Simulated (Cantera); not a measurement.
A perfectly stirred reactor is fed with CH4 : CO2 = 1 : 0.58 (molar parts), at 10.0 bar; it is held at 1648 K, and followed from long to short residence time.

Model: GRI-Mech 3.0 (53 species, 325 reactions), integrated in Cantera. GRI-Mech 3.0 stops at C3 and has no aromatics, soot or wall deposition, so with more carbon than oxygen in the feed, carbon stays in small species such as C2H2 where larger ones or solid carbon would form.

What does this change do: temperature 1648 to 2000 K?


```tsv
quantity	before	after
x(CH4) at τ = 0.590 s	0.121	0.0158
x(CO2) at τ = 0.590 s	0.0315	0.000611
x(HO2) at τ = 0.590 s	<1e-12	<1e-12
x(CO) at τ = 0.590 s	0.304	0.370
x(CH2) at τ = 0.590 s	8.70e-9	2.05e-7
x(CH4) at τ = 33.0 ms	0.197	0.0244
x(CO2) at τ = 33.0 ms	0.119	0.00685
x(HO2) at τ = 33.0 ms	<1e-12	<1e-12
x(CO) at τ = 33.0 ms	0.165	0.341
x(CH2) at τ = 33.0 ms	1.67e-8	4.15e-7
```
